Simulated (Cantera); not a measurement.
Thermodynamics of chlorosilane synthesis and conversion, feed SiCl4 + HCl + H2

A closed system holds: 1 mol SiCl4, 0.93 mol HCl, 1.9 mol H2, equilibrated at 750 Torr.

Equilibrium computed with Cantera from the NASA thermochemical tables; the gas is ideal and each condensed phase is pure. Candidate condensed phases: Si; 19 gas species. The tables' values for SiCl3 are old estimates; treat these amounts as uncertain. Rates play no part.

From 698 K to 1248 K nothing is condensed. The main Si-bearing gas is SiCl4 throughout.

| T (K) | x H2 | x HCl | x SiCl4 | x SiHCl3 | x SiCl3 |
|---|---|---|---|---|---|
| 698 | 0.496 | 0.243 | 0.261 | 0.000105 | 9.77e-9 |
| 748 | 0.496 | 0.243 | 0.261 | 0.000234 | 7.48e-8 |
| 798 | 0.496 | 0.243 | 0.261 | 0.000468 | 4.42e-7 |
| 848 | 0.495 | 0.244 | 0.260 | 0.000858 | 2.10e-6 |
| 898 | 0.495 | 0.244 | 0.260 | 0.00146 | 8.38e-6 |
| 948 | 0.494 | 0.245 | 0.259 | 0.00235 | 2.87e-5 |
| 998 | 0.492 | 0.246 | 0.257 | 0.00357 | 8.61e-5 |
| 1048 | 0.491 | 0.248 | 0.256 | 0.00517 | 0.000231 |
| 1098 | 0.488 | 0.251 | 0.253 | 0.00718 | 0.000562 |
| 1148 | 0.485 | 0.254 | 0.250 | 0.00959 | 0.00125 |
| 1198 | 0.481 | 0.258 | 0.245 | 0.0123 | 0.00257 |
| 1248 | 0.476 | 0.264 | 0.239 | 0.0152 | 0.00489 |
x: gas mole fraction; nothing condenses.
